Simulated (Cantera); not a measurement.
**Thermodynamics of tantalum, niobium, vanadium and zirconium in process gases, feed Zr + N2O + N2**

Input: 1 mol Zr, a varied amount of N2O, 0.84 mol N2, equilibrated at 2323.15 K and 0.0100 bar.

Cantera equilibrium calculation (NASA polynomials, part measured and part estimated; ideal gas, pure solids and liquids). Candidate condensed phases: Zr, ZrN, ZrO2; 13 gas species. Mutual solubility and eutectic melting of coexisting phases are not modelled. ZrN: taken at fixed stoichiometry. Condensed phases not in the tables: solid solutions among these carbides, nitrides and lower oxides. Equilibrium is a limit: real reactors are often held back by kinetics, nucleation or transport.

| n(N2O) (mol) | x N2 | x O2 | x O | x NO | x ZrO | x ZrO2 | x NO2 | n ZrN(s) | n ZrO2(tetragonal) |
|---|---|---|---|---|---|---|---|---|---|
| 0.45 | 1.000 | 2.30e-11 | 2.72e-7 | 1.94e-7 | 5.04e-5 | 2.12e-6 | <1e-12 | 0.775 | 0.225 |
| 0.59 | 1.000 | 2.30e-11 | 2.72e-7 | 1.94e-7 | 5.04e-5 | 2.12e-6 | <1e-12 | 0.705 | 0.295 |
| 0.77 | 1.000 | 2.30e-11 | 2.72e-7 | 1.94e-7 | 5.04e-5 | 2.12e-6 | <1e-12 | 0.615 | 0.385 |
| 1 | 1.000 | 2.30e-11 | 2.72e-7 | 1.94e-7 | 5.04e-5 | 2.12e-6 | <1e-12 | 0.500 | 0.500 |
| 1.3 | 1.000 | 2.30e-11 | 2.72e-7 | 1.94e-7 | 5.04e-5 | 2.12e-6 | <1e-12 | 0.350 | 0.650 |
| 1.7 | 1.000 | 2.30e-11 | 2.72e-7 | 1.94e-7 | 5.04e-5 | 2.12e-6 | <1e-12 | 0.150 | 0.850 |
| 2.2 | 0.961 | 0.0242 | 0.00883 | 0.00617 | 1.56e-9 | 2.12e-6 | 2.29e-7 | 0 | 1.000 |
| 2.9 | 0.879 | 0.0921 | 0.0172 | 0.0115 | 7.98e-10 | 2.12e-6 | 8.32e-7 | 0 | 1.000 |
| 3.8 | 0.822 | 0.143 | 0.0215 | 0.0139 | 6.40e-10 | 2.12e-6 | 1.25e-6 | 0 | 1.000 |
| 5 | 0.778 | 0.182 | 0.0242 | 0.0152 | 5.67e-10 | 2.12e-6 | 1.55e-6 | 0 | 1.000 |
| 6.6 | 0.746 | 0.212 | 0.0261 | 0.0161 | 5.26e-10 | 2.12e-6 | 1.76e-6 | 0 | 1.000 |
x: gas mole fraction; n: condensed amount in mol.

From 0.45 mol N2O to 1.7 mol N2O the condensed part is ZrN(s) + ZrO2(tetragonal). From 2.2 mol N2O to 6.6 mol N2O the condensed part is ZrO2(tetragonal). The main Zr-bearing gas is ZrO at 0.45 mol N2O and ZrO2 at 6.6 mol N2O.
